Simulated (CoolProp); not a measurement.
Saturation properties of R1234ze(Z) (Tc = 150.1 °C, pc = 3.531 MPa, ω = 0.327).

Model: reference Helmholtz-energy equation of state, Akasaka 2019, in CoolProp.

```tsv
T (°C)	p (MPa)	liquid density (kg/m³)	vapour density (kg/m³)	liquid cp (kJ/(kg K))
54.65	0.4462	1140	21.57	1.371
59.35	0.5079	1126	24.56	1.388
63.95	0.5744	1112	27.80	1.407
68.65	0.6489	1096	31.48	1.426
73.25	0.7288	1081	35.48	1.447
77.85	0.8158	1065	39.92	1.469
82.55	0.9127	1048	44.96	1.494
87.15	1.016	1031	50.44	1.520
91.75	1.127	1014	56.54	1.549
96.45	1.250	995.2	63.50	1.583
101.05	1.380	976.0	71.12	1.620
105.75	1.524	955.4	79.86	1.665
110.35	1.675	934.0	89.53	1.716
114.95	1.837	911.3	100.5	1.778
```

It boils at 9.7 °C under 1 atm.
